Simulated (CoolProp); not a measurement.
The fluoroketone C6F12O (FK-5-1-12) at several states: density (kg/m³) from the reference equation and from simpler models built on Tc = 441.8 K, pc = 1.869 MPa, ω = 0.471; each cubic takes its own stable root.

Computed with CoolProp (reference Helmholtz-energy equation of state, McLinden 2015).

| T (K) | p (MPa) | phase | reference |
|---|---|---|---|
| 173.8 | 0.325 | liquid | 1946 |
| 455.8 | 0.0941 | gas | 7.973 |
| 488.5 | 1.35 | gas | 129.3 |
| 426.3 | 9.26 | liquid | 1271 |
| 461.2 | 0.0464 | gas | 3.853 |

### Question
How far does each simpler model (van der Waals, Redlich-Kwong, Soave-Redlich-Kwong, Peng-Robinson) lie from the reference over these 5 states: mean and median of the absolute difference, and the worst?

### Answer
- van der Waals: mean 14.6 %, median 1.2 %, worst -42.7 % at 173.8 K and 0.325 MPa
- Redlich-Kwong: mean 4.9 %, median 2.2 %, worst -14.7 % at 173.8 K and 0.325 MPa
- Soave-Redlich-Kwong: mean 4.0 %, median 0.9 %, worst -12.2 % at 173.8 K and 0.325 MPa
- Peng-Robinson: mean 1.6 %, median 1.7 %, worst +4.3 % at 426.3 K and 9.26 MPa
